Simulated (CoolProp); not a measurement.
A closed Brayton cycle with carbon dioxide: compressor inlet 319.15 K and 9.2 MPa, high pressure 20.5 MPa, turbine inlet 980 K, compressor efficiency 0.8, turbine efficiency 0.85, recuperator effectiveness 0.8 (on enthalpy, no pinch check). Each further row changes one setting.

Model: reference Helmholtz-energy equation of state, Span 1996, in CoolProp.

```
case                           thermal efficiency (%)  net work (kJ/kg)  compressor to turbine work  compressor exit (K)  turbine exit (K)
-----------------------------  ----------------------  ----------------  --------------------------  -------------------  ----------------
as stated                                        27.1              89.3                        0.27                372.2             877.9
turbine inlet 930 K                                 ?                 ?                        0.28                372.2                 ?
compressor inlet 329.15 K                        26.3              80.6                           ?                394.7             877.9
high pressure 17.4 MPa                              ?              73.3                        0.25                361.1             898.2
recuperator effectiveness 0.5                    17.5              89.3                        0.27                372.2             877.9
```

### Question
Some entries are withheld; supply them.

### Answer

- turbine inlet 930 K, thermal efficiency (%): 26.5
- turbine inlet 930 K, net work (kJ/kg): 82.6
- turbine inlet 930 K, turbine exit (K): 831.3
- compressor inlet 329.15 K, compressor to turbine work: 0.34
- high pressure 17.4 MPa, thermal efficiency (%): 24.0
